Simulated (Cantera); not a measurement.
An adiabatic, constant-pressure homogeneous reactor starts with CO : H₂ : CH₄ : O₂ : N₂ : H₂O = 1 : 0.056 : 0.83 : 1.82 : 6.86 : 0.3 (molar parts), equivalence ratio 1.2, at 1050 K and 10.0 bar. Integrator tolerance rtol = 1e-08.

Model: GRI-Mech 3.0 (53 species, 325 reactions), integrated in Cantera.

```
quantity                                                          before                                      after
---------------------------------  -------------------------------------  -----------------------------------------
time of steepest temperature rise                                31.5 ms                                    29.1 ms
temperature at 0.200 s                                            2674 K                                     2940 K
equilibrium temperature                                           2674 K                                     2940 K
x(CO) at 0.200 s                   0.0629 (gas-phase equilibrium 0.0629)      0.0713 (gas-phase equilibrium 0.0713)
x(H₂) at 0.200 s                   0.0149 (gas-phase equilibrium 0.0149)      0.0164 (gas-phase equilibrium 0.0164)
x(CH₄) at 0.200 s                  <1e-12 (gas-phase equilibrium <1e-12)  1.02e-12 (gas-phase equilibrium 1.21e-12)
x(CO₂) at 0.200 s                    0.107 (gas-phase equilibrium 0.107)      0.0970 (gas-phase equilibrium 0.0970)
x(C₂H₆) at 0.200 s                 <1e-12 (gas-phase equilibrium <1e-12)      <1e-12 (gas-phase equilibrium <1e-12)
```

Question: What was changed between the two runs?
A) pressure from 10.0 bar to 5.00 bar
B) CO 1 to 0.38 parts
C) pressure from 10.0 bar to 19.0 bar
D) constant volume in place of constant pressure

Answer: D, constant volume in place of constant pressure
